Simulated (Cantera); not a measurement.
What does this Cantera script print?

```python
import numpy as np
import cantera as ct

gas = ct.Solution("h2o2.yaml")
gas.TPX = 350, 101325, {'H2': 1, 'O2': 0.909, 'N2': 3.42}
inlet = ct.Reservoir(gas, clone=True)
gas.equilibrate("HP")  # start burning
reactor = ct.IdealGasConstPressureReactor(gas, energy="on", clone=False)
exhaust = ct.Reservoir(gas, clone=True)
tau = [0.25, 0.1, 0.042, 0.017, 0.0071, 0.0029, 0.0012, 0.00049, 0.0002, 8.3e-05, 3.4e-05][0]
for a, b in ((inlet, reactor), (reactor, exhaust)):
    ct.MassFlowController(a, b, mdot=lambda t: reactor.mass / tau)
net = ct.ReactorNet([reactor])
show = ['H2', 'O2', 'H2O2', 'OH', 'O', 'HO2', 'H']

rows = []
print(f"{'tau/s':>10s}{'T/K':>9s}" + "".join(f"{s:>11s}" for s in show))
for tau in [0.25, 0.1, 0.042, 0.017, 0.0071, 0.0029, 0.0012, 0.00049, 0.0002, 8.3e-05, 3.4e-05]:
    net.initial_time = 0.0
    net.advance(30 * tau)
    before = gas.X
    net.advance(40 * tau)
    drift = np.max(np.abs(gas.X - before) / (gas.X + 1e-9))
    rows.append([gas.T, *gas[show].X, drift])
    print(f"{tau:10.3e}{gas.T:9.1f}" + "".join(f"{x:11.3e}" for x in gas[show].X))
```

Result:

```
     tau/s      T/K         H2         O2       H2O2         OH          O        HO2          H
 2.500e-01   1784.9  1.193e-04  8.437e-02  9.085e-08  1.227e-03  9.025e-05  1.312e-06  9.829e-06
 1.000e-01   1782.3  2.083e-04  8.428e-02  1.270e-07  1.597e-03  1.548e-04  1.946e-06  2.224e-05
 4.200e-02   1778.2  3.639e-04  8.416e-02  1.798e-07  2.089e-03  2.695e-04  3.074e-06  5.121e-05
 1.700e-02   1771.2  6.573e-04  8.400e-02  2.603e-07  2.772e-03  4.878e-04  5.137e-06  1.251e-04
 7.100e-03   1760.3  1.161e-03  8.383e-02  3.712e-07  3.617e-03  8.637e-04  8.440e-06  2.969e-04
 2.900e-03   1741.8  2.054e-03  8.367e-02  5.352e-07  4.662e-03  1.528e-03  1.371e-05  7.101e-04
 1.200e-03   1711.7  3.527e-03  8.362e-02  7.821e-07  5.786e-03  2.602e-03  2.118e-05  1.627e-03
 4.900e-04   1662.2  5.921e-03  8.391e-02  1.211e-06  6.806e-03  4.232e-03  3.114e-05  3.580e-03
 2.000e-04   1585.7  9.680e-03  8.505e-02  2.066e-06  7.321e-03  6.301e-03  4.336e-05  7.261e-03
 8.300e-05   1476.4  1.615e-02  8.822e-02  3.932e-06  6.922e-03  8.025e-03  5.866e-05  1.290e-02
 3.400e-05   1297.7  3.675e-02  9.975e-02  8.251e-06  4.917e-03  6.815e-03  8.768e-05  1.788e-02
```

Model: the H2/O2 subset of GRI-Mech 3.0, which has no nitrogen chemistry, integrated in Cantera.
